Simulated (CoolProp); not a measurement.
Fluoroethane (R161) along the isobar 2.97 MPa: Z from the reference equation and from simpler models built on Tc = 102.1 °C, pc = 5.010 MPa, ω = 0.216; each cubic takes its own stable root.

Model: reference Helmholtz-energy equation of state, Wu 2012, in CoolProp.

| T (°C) | phase | reference |
|---|---|---|
| 19.95 | liquid | 0.08047 |
| 42.35 | liquid | 0.08018 |
| 64.75 | liquid | 0.08294 |
| 87.15 | gas | 0.6909 |
| 109.55 | gas | 0.7712 |
| 132.05 | gas | 0.8209 |
| 154.45 | gas | 0.8553 |
| 176.85 | gas | 0.8809 |

### Question
How far does each simpler model (van der Waals, Peng-Robinson) lie from the reference over these 8 states: mean and median of the absolute difference, and the worst?

### Answer
- van der Waals: mean 112.0 %, median 6.4 %, worst +728.6 % at 64.75 °C and 2.97 MPa
- Peng-Robinson: mean 3.7 %, median 1.4 %, worst +11.2 % at 64.75 °C and 2.97 MPa

At some of these states van der Waals gives the other phase, because its saturation line lies elsewhere.
